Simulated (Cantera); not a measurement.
A closed system holds: 1 mol (CH3)2SiCl2, 0.02 mol C2H2, 1000 mol H2, equilibrated at 0.133 bar.

These are equilibrium values from Cantera (NASA tables, ideal gas, pure condensed phases), not measurements of a reactor. Candidate condensed phases: C, C6H6, C7H8, C8H18, Si, SiC; 109 gas species. The feed counts by its element totals alone. Gases not in the tables: Si2H6 and higher silanes. Rates play no part.

x: gas mole fraction; n: condensed amount in mol.

```json
[
 {"T (K)": "1423", "x H2": "0.997", "x H": "1.82e-5", "x HCl": "0.00199", "x C2H2 (acetylene)": "3.42e-6", "n C(graphite)": "0.525", "n SiC(s)": "1.000"},
 {"T (K)": "1523", "x H2": "0.998", "x H": "6.32e-5", "x HCl": "0.00199", "x C2H2 (acetylene)": "1.18e-5", "n C(graphite)": "0.709", "n SiC(s)": "1.000"},
 {"T (K)": "1623", "x H2": "0.998", "x H": "0.000189", "x HCl": "0.00199", "x C2H2 (acetylene)": "3.48e-5", "n C(graphite)": "0.771", "n SiC(s)": "1.000"},
 {"T (K)": "1723", "x H2": "0.997", "x H": "0.000499", "x HCl": "0.00199", "x C2H2 (acetylene)": "9.03e-5", "n C(graphite)": "0.723", "n SiC(s)": "0.999"},
 {"T (K)": "1823", "x H2": "0.997", "x H": "0.00118", "x HCl": "0.00199", "x C2H2 (acetylene)": "0.000211", "n C(graphite)": "0.521", "n SiC(s)": "0.997"},
 {"T (K)": "1923", "x H2": "0.995", "x H": "0.00257", "x HCl": "0.00198", "x C2H2 (acetylene)": "0.000449", "n C(graphite)": "0.0721", "n SiC(s)": "0.990"},
 {"T (K)": "2023", "x H2": "0.992", "x H": "0.00518", "x HCl": "0.00198", "x C2H2 (acetylene)": "0.000520", "n C(graphite)": "0", "n SiC(s)": "0.945"},
 {"T (K)": "2123", "x H2": "0.987", "x H": "0.00976", "x HCl": "0.00196", "x C2H2 (acetylene)": "0.000620", "n C(graphite)": "0", "n SiC(s)": "(withheld)"},
 {"T (K)": "2223", "x H2": "0.979", "x H": "0.0174", "x HCl": "0.00194", "x C2H2 (acetylene)": "0.000944", "n C(graphite)": "0", "n SiC(s)": "(withheld)"},
 {"T (K)": "2323", "x H2": "0.967", "x H": "0.0293", "x HCl": "0.00191", "x C2H2 (acetylene)": "0.000956", "n C(graphite)": "0", "n SiC(s)": "(withheld)"}
]
```

Task: Fill in the missing entries.

Result: 
- 2123, n SiC(s): 0.739
- 2223, n SiC(s): 0.00509
- 2323, n SiC(s): 0
